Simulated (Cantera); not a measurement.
A perfectly stirred reactor is fed with CH3OH : O2 : N2 : H2O = 1 : 2.59 : 9.72 : 1.1 (molar parts), at 0.220 bar; it is adiabatic with a 575 K inlet, and is followed from long to short residence time, starting on the burning branch (τ in s: 0.15, 0.05, 0.016, 0.0053, 0.0017, 0.00056, 0.00018, 5.9e-05, 1.9e-05, 6.3e-06).

Cantera simulation using GRI-Mech 3.0 (53 species, 325 reactions); the numbers are that mechanism's predictions, not measurements. GRI-Mech 3.0 was tuned for natural gas; its chemistry of methanol as a main component is partial and can be far from experiment.

Question: What does this change do: CH3OH 1 to 0.64 parts?

Answer: 
```
quantity                                                                       before                               after
------------------------------------------------  -----------------------------------  ----------------------------------
blow-out, bracketed by the residence times tried  burning at 1.70 ms, out at 0.560 ms  burning at 50.0 ms, out at 16.0 ms
x(CH3OH) at τ = 0.150 s                                                       3.97e-6                             1.60e-5
x(O2) at τ = 0.150 s                                                           0.0729                               0.114
x(H2O) at τ = 0.150 s                                                           0.205                               0.165
x(CH3) at τ = 0.150 s                                                         4.14e-8                             3.11e-8
x(CO2) at τ = 0.150 s                                                          0.0658                              0.0438
x(CH3OH) at τ = 0.560 ms                                                       0.0694                              0.0456
x(O2) at τ = 0.560 ms                                                           0.180                               0.184
x(H2O) at τ = 0.560 ms                                                         0.0763                              0.0783
x(CH3) at τ = 0.560 ms                                                         <1e-12                              <1e-12
x(CO2) at τ = 0.560 ms                                                         <1e-12                              <1e-12
```
